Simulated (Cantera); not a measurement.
## Stirred combustor or abatement burner

A perfectly stirred reactor is fed with H₂ : O₂ : N₂ = 1 : 0.357 : 1.34 (molar parts), equivalence ratio 1.4, at 1000000 Pa; it is adiabatic with a 700 K inlet, and is followed from long to short residence time, starting on the burning branch (τ in s: 0.073, 0.03, 0.012, 0.005, 0.002, 0.00083, 0.00034, 0.00014, 5.7e-05).

Detailed kinetics in Cantera: the H2/O2 subset of GRI-Mech 3.0, which has no nitrogen chemistry. The hydrogen kinetics of GRI-Mech 3.0 are dated; newer H2 mechanisms differ, most at raised pressure.

| τ (s) | T (K) | x H₂ | x O₂ | x H | x OH | x H₂O₂ |
|---|---|---|---|---|---|---|
| 0.073 | 2600 | 0.121 | 5.88e-5 | 0.00427 | 0.00246 | 6.29e-8 |
| 0.030 | 2599 | 0.121 | 6.23e-5 | 0.00430 | 0.00247 | 6.41e-8 |
| 0.012 | 2599 | 0.121 | 7.11e-5 | 0.00438 | 0.00251 | 6.72e-8 |
| 0.0050 | 2597 | 0.121 | 9.07e-5 | 0.00454 | 0.00260 | 7.43e-8 |
| 0.0020 | 2592 | 0.121 | 0.000137 | 0.00494 | 0.00281 | 9.16e-8 |
| 0.00083 | 2584 | 0.121 | 0.000231 | 0.00575 | 0.00324 | 1.29e-7 |
| 0.00034 | 2567 | 0.121 | 0.000417 | 0.00732 | 0.00403 | 2.06e-7 |
| 0.00014 | 2538 | 0.121 | 0.000760 | 0.00996 | 0.00528 | 3.44e-7 |
| 5.7e-5 | 2491 | 0.121 | 0.00139 | 0.0141 | 0.00703 | 5.58e-7 |
x: mole fraction; the columns are a selection and need not sum to one.
